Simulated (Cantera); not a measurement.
Stirred combustor or abatement burner

A perfectly stirred reactor is fed with 29.6 % H2, 14.8 % O2, 55.6 % N2, at 0.370 bar; it is adiabatic with a 375 K inlet, and is followed from long to short residence time, starting on the burning branch (τ in s: 0.19, 0.061, 0.019, 0.0061, 0.0019, 0.00061, 0.00019, 6.1e-05, 1.9e-05, 6.1e-06).

Model: the H2/O2 subset of GRI-Mech 3.0, which has no nitrogen chemistry, integrated in Cantera.

```csv
τ (s),T (K),x H2,x O2,x H2O,x H,x HO2,x OH
0.19,2374,0.0210,0.00821,0.313,0.00394,1.27e-6,0.0104
0.061,2349,0.0230,0.00911,0.310,0.00487,1.37e-6,0.0113
0.019,2283,0.0278,0.0113,0.301,0.00761,1.63e-6,0.0130
0.0061,2162,0.0349,0.0151,0.286,0.0140,2.31e-6,0.0150
0.0019,1980,0.0425,0.0202,0.267,0.0259,3.87e-6,0.0158
0.00061,1762,0.0477,0.0260,0.248,0.0433,6.50e-6,0.0141
0.00019,1517,0.0524,0.0336,0.229,0.0645,1.12e-5,0.0101
6.1e-5,1236,0.0891,0.0560,0.186,0.0690,2.56e-5,0.00495
1.9e-5,375,0.296,0.148,<1e-12,<1e-12,<1e-12,<1e-12
6.1e-6,375,0.296,0.148,<1e-12,<1e-12,<1e-12,<1e-12
```
x: mole fraction; the columns are a selection and need not sum to one.
